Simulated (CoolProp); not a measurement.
A closed Brayton cycle with carbon dioxide: compressor inlet 321.15 K and 7.9 MPa, high pressure 15.5 MPa, turbine inlet 940 K, compressor efficiency 0.8, turbine efficiency 0.93, recuperator effectiveness 0.9 (on enthalpy, no pinch check). Each further row changes one setting.

The numbers come from the reference Helmholtz-energy equation of state, Span 1996 in CoolProp.

```
case                           thermal efficiency (%)  net work (kJ/kg)  compressor to turbine work  compressor exit (K)  turbine exit (K)
-----------------------------  ----------------------  ----------------  --------------------------  -------------------  ----------------
as stated                                        33.3              74.0                        0.31                377.5             848.8
turbine inlet 890 K                              32.3              67.9                        0.33                377.5             802.1
compressor inlet 331.15 K                        32.8              69.3                        0.36                391.8             848.8
high pressure 13.2 MPa                           30.2              58.1                        0.30                363.7             870.1
recuperator effectiveness 0.5                    16.8              74.0                        0.31                377.5             848.8
```
